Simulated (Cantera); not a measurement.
A perfectly stirred reactor is fed with CH4 : C2H6 : O2 : N2 = 1 : 0.85 : 5.35 : 53.5 (molar parts), equivalence ratio 0.93, at 4.10 bar; it is adiabatic with a 600 K inlet, and is followed from long to short residence time, starting on the burning branch (τ in s: 0.081, 0.044, 0.024, 0.013, 0.007, 0.0038, 0.002, 0.0011, 0.0006, 0.00033, 0.00018, 9.6e-05).

Cantera simulation using GRI-Mech 3.0 (53 species, 325 reactions); the numbers are that mechanism's predictions, not measurements.

Q: What does this change do: N2 53.5 to 37 parts?

A: 
```csv
quantity,before,after
"blow-out, bracketed by the residence times tried","burning at 2.00 ms, out at 1.10 ms","burning at 0.180 ms, out at 96.0 µs"
x(CH4) at τ = 81.0 ms,6.96e-6,2.90e-6
x(C2H6) at τ = 81.0 ms,1.39e-6,4.14e-7
x(O2) at τ = 81.0 ms,0.00643,0.00869
x(H) at τ = 81.0 ms,1.35e-5,2.10e-5
x(H2) at τ = 81.0 ms,0.000157,0.000251
x(CH4) at τ = 2.00 ms,0.000183,3.44e-5
x(C2H6) at τ = 2.00 ms,2.81e-5,6.51e-6
x(O2) at τ = 2.00 ms,0.0103,0.0113
x(H) at τ = 2.00 ms,0.000173,0.000372
x(H2) at τ = 2.00 ms,0.00128,0.00162
```

Q: What does this change do: pressure from 4.10 bar to 1.40 bar?

A: 
```
quantity                                                                      before                               after
------------------------------------------------  ----------------------------------  ----------------------------------
blow-out, bracketed by the residence times tried  burning at 2.00 ms, out at 1.10 ms  burning at 2.00 ms, out at 1.10 ms
x(CH4) at τ = 81.0 ms                                                        6.96e-6                             8.34e-6
x(C2H6) at τ = 81.0 ms                                                       1.39e-6                             1.70e-6
x(O2) at τ = 81.0 ms                                                         0.00643                             0.00678
x(H) at τ = 81.0 ms                                                          1.35e-5                             8.61e-5
x(H2) at τ = 81.0 ms                                                        0.000157                            0.000465
x(CH4) at τ = 2.00 ms                                                       0.000183                            0.000195
x(C2H6) at τ = 2.00 ms                                                       2.81e-5                             3.02e-5
x(O2) at τ = 2.00 ms                                                          0.0103                              0.0119
x(H) at τ = 2.00 ms                                                         0.000173                            0.000737
x(H2) at τ = 2.00 ms                                                         0.00128                             0.00234
```
